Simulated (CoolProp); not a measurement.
Values from CoolProp's reference Helmholtz-energy equation of state, Thol 2019.

**Question.** Give the vapour pressure (MPa), liquid density (kg/m³), enthalpy of vaporisation (kJ/kg), vapour Z of saturated decamethylcyclopentasiloxane (D5) at 386.8, 505.4 K.

**Answer.** 
| T (K) | p (MPa) | liquid density (kg/m³) | enthalpy of vaporisation (kJ/kg) | vapour Z |
|---|---|---|---|---|
| 386.8 | 0.00463 | 859 | 143 | 0.991 |
| 505.4 | 0.162 | 714 | 102 | 0.871 |
